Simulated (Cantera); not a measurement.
Charge: 1 mol SiCl4, 0.27 mol O3, at 500 K and 4.40 mbar.

Cantera equilibrium calculation (NASA polynomials, part measured and part estimated; ideal gas, pure solids and liquids). Candidate condensed phases: Si, SiO2; 15 gas species. Equilibrium is a limit: real reactors are often held back by kinetics, nucleation or transport.

Base state: Cl2 0.577, SiCl4 0.423 (mole fractions); condensed: SiO2(α-quartz).

Question: What changes in the equilibrium state with this change: temperature from 500 K to 2123 K?

Answer: 
```
species               before    after
-------------------  -------  -------
Cl                   1.65e-9    0.779
SiO                    <1e-9    0.177
SiCl2                  <1e-9   0.0336
Cl2                    0.577  0.00202
SiCl4                  0.423  0.00128
SiCl3                  <1e-9  0.00669
SiCl                   <1e-9  3.57e-5
SiO2(α-quartz), mol    0.405        0
```
The tables' values for SiCl3, SiCl are old estimates; treat these amounts as uncertain.
